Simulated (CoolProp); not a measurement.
A closed Brayton cycle with carbon dioxide: compressor inlet 315.15 K and 7.8 MPa, high pressure 22.8 MPa, turbine inlet 890 K, compressor efficiency 0.8, turbine efficiency 0.93, recuperator effectiveness 0 (on enthalpy, no pinch check). Each further row changes one setting.

Computed with CoolProp (reference Helmholtz-energy equation of state, Span 1996).

```tsv
case	thermal efficiency (%)	net work (kJ/kg)	compressor to turbine work	compressor exit (K)	turbine exit (K)
as stated	16.1	104	0.34	400.7	752.2
turbine inlet 840 K	16.1	(withheld)	(withheld)	400.7	707.2
compressor inlet 325.15 K	(withheld)	(withheld)	(withheld)	420.4	752.2
high pressure 19.4 MPa	(withheld)	91.5	0.32	(withheld)	772.3
recuperator effectiveness 0.5	(withheld)	104	0.34	400.7	752.2
```

Question: Some entries are withheld; supply them.

Answer: 
- turbine inlet 840 K, net work (kJ/kg): 94.1
- turbine inlet 840 K, compressor to turbine work: 0.36
- compressor inlet 325.15 K, thermal efficiency (%): 15.6
- compressor inlet 325.15 K, net work (kJ/kg): 94.9
- compressor inlet 325.15 K, compressor to turbine work: 0.39
- high pressure 19.4 MPa, thermal efficiency (%): 13.9
- high pressure 19.4 MPa, compressor exit (K): 387.4
- recuperator effectiveness 0.5, thermal efficiency (%): 23.4
